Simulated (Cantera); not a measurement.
Input (Python, Cantera) and output of one run.

```python
import numpy as np
import cantera as ct

gas_names = """
    S2 HF H2S SF4
""".split()
cond_names = """

""".split()


# ... load() reads the species with a 1 bar reference pressure and builds the phases ...
species = {s.name: s for s in load("nasa_gas.yaml", gas_names) + load("nasa_condensed.yaml", cond_names)}
# Each term lists the table entries of one substance; the one whose range holds T is used.
reactions = {
    '3 S2(g) + 8 HF(g) = 4 H2S(g) + 2 SF4(g)':
        [(-3, ['S2']), (-8, ['HF']), (4, ['H2S']), (2, ['SF4'])],
}


def pick(names, T):
    return next(species[n] for n in names if species[n].thermo.min_temp <= T <= species[n].thermo.max_temp)


results = []
for label, terms in reactions.items():
    print(label)
    print("     T/K   dH/kJ  dS/(J/K)   dG/kJ   log10 K")
    for T in [300, 1425, 1525, 1625, 1725, 1825]:
        used = [(nu, pick(names, T)) for nu, names in terms]
        dH = sum(nu * s.thermo.h(T) for nu, s in used) / 1e6
        dS = sum(nu * s.thermo.s(T) for nu, s in used) / 1e3
        dG = dH - T * dS / 1e3
        logK = -dG * 1e6 / (ct.gas_constant * T * np.log(10))
        results.append((label, T, dH, dS, dG, logK, [s.name for _, s in used]))
        print(f"{T:8g} {dH:8.1f} {dS:8.1f} {dG:8.1f} {logK:8.2f}")
```

Output:

```
3 S2(g) + 8 HF(g) = 4 H2S(g) + 2 SF4(g)
     T/K   dH/kJ  dS/(J/K)   dG/kJ   log10 K
     300    186.8   -653.0    382.7   -66.63
    1425    211.3   -635.5   1116.8   -40.94
    1525    215.6   -632.5   1180.2   -40.43
    1625    219.9   -629.8   1243.4   -39.97
    1725    224.2   -627.2   1306.2   -39.55
    1825    228.5   -624.8   1368.8   -39.18
```

Source: NASA polynomial tables (part measured, part estimated), evaluated in Cantera. Condensed species are held in their standard states even where they would react or evaporate.
